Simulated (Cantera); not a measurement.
Feed: 1 mol SiH₄, 0.5 mol HCl, 44 mol H₂, at 10.0 Torr.

Method: chemical equilibrium by Gibbs-energy minimisation in Cantera with the NASA 1993 tables (ideal gas, pure condensed phases). Candidate condensed phases: Si; 19 gas species. The tables' values for SiCl are old estimates; treat these amounts as uncertain. Gases not in the tables: Si₂H₆ and higher silanes. Kinetics and transport are ignored.

x: gas mole fraction; n: condensed amount in mol.

```csv
T (K),x H₂,x H,x HCl,x Si,x SiCl₂,n Si(l)
1700,0.988,0.00127,0.01000,5.09e-5,0.000362,0.979
1750,0.987,0.00200,0.0100,0.000113,0.000339,0.976
1800,0.986,(withheld),0.0101,(withheld),0.000317,0.970
1850,0.984,0.00463,0.0101,0.000484,0.000297,0.957
1900,0.982,(withheld),0.0100,(withheld),0.000278,0.932
1950,0.978,0.00982,0.0100,0.00179,0.000260,0.887
2000,0.972,0.0139,0.00993,0.00327,0.000243,0.809
```

Fill in the missing entries.


- 1800, x H: 0.00308
- 1800, x Si: 0.000238
- 1900, x H: 0.00681
- 1900, x Si: 0.000946
